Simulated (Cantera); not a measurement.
A Cantera script and its output.

```python
import numpy as np
import cantera as ct

gas = ct.Solution("h2o2.yaml")
gas.TPX = 600, 1000000, {'H2': 1, 'O2': 0.35, 'N2': 1.88}
inlet = ct.Reservoir(gas, clone=True)
gas.equilibrate("HP")  # start burning
reactor = ct.IdealGasConstPressureReactor(gas, energy="on", clone=False)
exhaust = ct.Reservoir(gas, clone=True)
tau = [0.079, 0.026, 0.0082, 0.0027, 0.00086, 0.00028, 9e-05, 2.9e-05, 9.4e-06][0]
for a, b in ((inlet, reactor), (reactor, exhaust)):
    ct.MassFlowController(a, b, mdot=lambda t: reactor.mass / tau)
net = ct.ReactorNet([reactor])
show = ['H2', 'O2', 'O', 'H2O', 'HO2', 'H2O2', 'H']

rows = []
print(f"{'tau/s':>10s}{'T/K':>9s}" + "".join(f"{s:>11s}" for s in show))
for tau in [0.079, 0.026, 0.0082, 0.0027, 0.00086, 0.00028, 9e-05, 2.9e-05, 9.4e-06]:
    net.initial_time = 0.0
    net.advance(30 * tau)
    before = gas.X
    net.advance(40 * tau)
    drift = np.max(np.abs(gas.X - before) / (gas.X + 1e-9))
    rows.append([gas.T, *gas[show].X, drift])
    print(f"{tau:10.3e}{gas.T:9.1f}" + "".join(f"{x:11.3e}" for x in gas[show].X))
```

Output:

```
     tau/s      T/K         H2         O2          O        H2O        HO2       H2O2          H
 7.900e-02   2215.7  1.039e-01  1.186e-05  1.217e-06  2.427e-01  7.792e-09  4.564e-09  7.339e-04
 2.600e-02   2214.2  1.039e-01  2.846e-05  1.857e-06  2.425e-01  2.025e-08  8.388e-09  9.002e-04
 8.200e-03   2210.6  1.038e-01  6.346e-05  3.876e-06  2.423e-01  6.070e-08  1.957e-08  1.292e-03
 2.700e-03   2203.9  1.036e-01  1.269e-04  9.607e-06  2.418e-01  1.824e-07  4.760e-08  2.027e-03
 8.600e-04   2191.5  1.033e-01  2.531e-04  2.645e-05  2.408e-01  5.571e-07  1.137e-07  3.365e-03
 2.800e-04   2170.5  1.029e-01  5.021e-04  7.168e-05  2.392e-01  1.540e-06  2.380e-07  5.566e-03
 9.000e-05   2134.6  1.024e-01  1.021e-03  1.908e-04  2.364e-01  3.901e-06  4.432e-07  9.186e-03
 2.900e-05   2074.8  1.022e-01  2.113e-03  4.767e-04  2.315e-01  9.251e-06  7.647e-07  1.485e-02
 9.400e-06   1979.6  1.033e-01  4.472e-03  1.061e-03  2.231e-01  2.186e-05  1.317e-06  2.296e-02
```

Model: the H2/O2 subset of GRI-Mech 3.0, which has no nitrogen chemistry, integrated in Cantera. The hydrogen kinetics of GRI-Mech 3.0 are dated; newer H2 mechanisms differ, most at raised pressure.
